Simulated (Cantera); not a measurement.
Input: 1 mol B2H6, 4.5 mol H2, a varied amount of O2, at 825 K and 13300 Pa.

Equilibrium computed with Cantera from the NASA thermochemical tables; the gas is ideal and each condensed phase is pure. Candidate condensed phases: B, B2O3, B3O3H3, H2O; 23 gas species. The feed counts by its element totals alone. Gases not in the tables: H3BO3. Equilibrium is a limit: real reactors are often held back by kinetics, nucleation or transport.

x: gas mole fraction; n: condensed amount in mol.

| n(O2) (mol) | x H2 | x H2O | x O2 | x (HBO2)3 | n B(s) | n B2O3(l) |
|---|---|---|---|---|---|---|
| 0.15 | 0.998 | 3.04e-10 | <1e-12 | <1e-12 | 1.79 | 0.0877 |
| 0.27 | 0.998 | 3.04e-10 | <1e-12 | <1e-12 | [?] | [?] |
| 0.47 | 0.998 | 3.04e-10 | <1e-12 | <1e-12 | 1.36 | 0.301 |
| 0.83 | 0.998 | 3.04e-10 | <1e-12 | <1e-12 | [?] | [?] |
| 1.5 | 1.00 | 1.77e-7 | <1e-12 | 2.12e-12 | 0 | 1.000 |
| 2.6 | 0.708 | 0.287 | <1e-12 | 0.00439 | 0 | 0.951 |
| 4.5 | 0.202 | 0.778 | <1e-12 | 0.0196 | 0 | 0.782 |
| 8 | <1e-12 | 0.712 | 0.271 | 0.0171 | 0 | 0.739 |

### Question
Complete the blanks.

### Answer

- 0.83, n B(s): 0.881
- 0.83, n B2O3(l): 0.541
- 0.27, n B(s): 1.63
- 0.27, n B2O3(l): 0.168
